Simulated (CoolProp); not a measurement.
Isobutane along the isotherm 431.3 K: fugacity coefficient from the reference equation and from simpler models built on Tc = 407.8 K, pc = 3.629 MPa, ω = 0.184; each cubic takes its own stable root.

Values from CoolProp's reference Helmholtz-energy equation of state, Bücker 2006.

| p (MPa) | phase | reference | van der Waals | Redlich-Kwong | Soave-Redlich-Kwong | Peng-Robinson |
|---|---|---|---|---|---|---|
| 0.605 | gas | 0.9534 | 0.9570 | 0.9522 | 0.9532 | 0.9475 |
| 1.21 | gas | 0.9075 | 0.9143 | 0.9053 | 0.9073 | 0.8966 |
| 1.81 | gas | 0.8626 | 0.8720 | 0.8596 | 0.8625 | 0.8476 |
| 2.42 | gas | 0.8175 | 0.8290 | 0.8138 | 0.8177 | 0.7991 |
| 3.02 | gas | 0.7733 | 0.7862 | 0.7691 | 0.7742 | 0.7525 |
| 3.63 | supercritical | 0.7284 | 0.7416 | 0.7237 | 0.7300 | 0.7061 |
| 4.23 | supercritical | 0.6838 | 0.6950 | 0.6784 | 0.6864 | 0.6609 |
| 4.84 | supercritical | 0.6372 | 0.6438 | 0.6312 | 0.6415 | 0.6153 |
| 5.44 | supercritical | 0.5917 | 0.5990 | 0.5871 | 0.5989 | 0.5727 |
